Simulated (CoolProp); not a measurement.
Vapour-liquid equilibrium of chloromethane (R40) (1) + isobutene (2) at 0.0429 MPa; x and y are mole fractions of (1).

Model: multi-fluid Helmholtz-energy mixture model, Thol 2014 and Lemmon 2005; pair parameters Bell 2016, in CoolProp.

| x | bubble temperature (°C) | y at the bubble point | dew temperature at overall composition x (°C) | liquid density (mol/L) |
|---|---|---|---|---|
| 0.05 | -28.9 | 0.128 | -27.8 | 11.86 |
| 0.15 | -31.9 | 0.315 | -29.3 | 12.48 |
| 0.25 | -34.0 | 0.447 | -30.8 | 13.14 |
| 0.35 | -35.7 | 0.549 | -32.4 | 13.85 |
| 0.45 | -37.1 | 0.633 | -34.1 | 14.62 |
| 0.55 | -38.3 | 0.707 | -35.8 | 15.46 |
| 0.65 | -39.3 | 0.775 | -37.4 | 16.38 |
| 0.75 | -40.2 | 0.839 | -38.9 | 17.40 |
| 0.85 | -41.0 | 0.903 | -40.3 | 18.53 |
| 0.95 | -41.7 | 0.967 | -41.5 | 19.79 |

No azeotrope shows between x = 0.05 and 0.95.

The pair parameters rest on a limited set of measurements; away from them the model extrapolates.
